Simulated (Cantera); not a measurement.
A perfectly stirred reactor is fed with 6.67 % NH₃, 93.3 % H₂, at 1.01 bar; it is held at 1650 K, and followed from long to short residence time.

Detailed kinetics in Cantera: the gas-phase N/H chemistry of the illustrative SiF4/NH3 mechanism in the Surface Chemkin manual (1991). Walls and surfaces, which speed up NH3 decomposition in real reactors, are not modelled.

Question: Predict: x(NH₃) at τ = 1.90 s; x(H₂) at τ = 1.90 s; x(N₂H₂) at τ = 1.90 s; x(N₂) at τ = 1.90 s; x(N₂H₄) at τ = 1.90 s; x(NH₃) at τ = 34.0 ms; x(H₂) at τ = 34.0 ms; x(N₂H₂) at τ = 34.0 ms; x(N₂) at τ = 34.0 ms; x(N₂H₄) at τ = 34.0 ms.

Answer: 
```json
{
 "x(NH₃) at τ = 1.90 s": "0.0623",
 "x(H₂) at τ = 1.90 s": "0.936",
 "x(N₂H₂) at τ = 1.90 s": "5.46e-9",
 "x(N₂) at τ = 1.90 s": "0.00204",
 "x(N₂H₄) at τ = 1.90 s": "2.66e-9",
 "x(NH₃) at τ = 34.0 ms": "0.0666",
 "x(H₂) at τ = 34.0 ms": "0.933",
 "x(N₂H₂) at τ = 34.0 ms": "5.07e-9",
 "x(N₂) at τ = 34.0 ms": "3.33e-5",
 "x(N₂H₄) at τ = 34.0 ms": "2.52e-9"
}
```
